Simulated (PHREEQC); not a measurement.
Solution (20 °C): 0.039 mol KHSO4 per kg of water. Closed to the air; pH follows from the charge balance.

The numbers come from PHREEQC with the ion-association model, wateq4f.dat.

Problem. The ionic strength comes out as 0.0796 mol/kgw. What activity coefficients do HSO4-, KSO4-, K+, SO4-2, H+ get?

Solution. HSO4- 0.79, KSO4- 0.80, K+ 0.78, SO4-2 0.40, H+ 0.84.

This is a speciation only: nothing precipitates in the calculation. Species that the database lacks are ignored.
